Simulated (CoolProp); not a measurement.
Values from CoolProp's reference Helmholtz-energy equation of state, Lemmon 2006. It is a short technical equation, of lower accuracy than the large ones.

Task: For nitrous oxide, give the phase and the cv (kJ/(kg K)), speed of sound (m/s), Joule-Thomson coefficient (K/MPa) at 301.3 K and 0.101 MPa; 325.3 K and 0.101 MPa.

Result: 
- 301.3 K and 0.101 MPa: gas; cv 0.693, speed of sound 268, Joule-Thomson coefficient 10.6
- 325.3 K and 0.101 MPa: gas; cv 0.716, speed of sound 278, Joule-Thomson coefficient 8.92
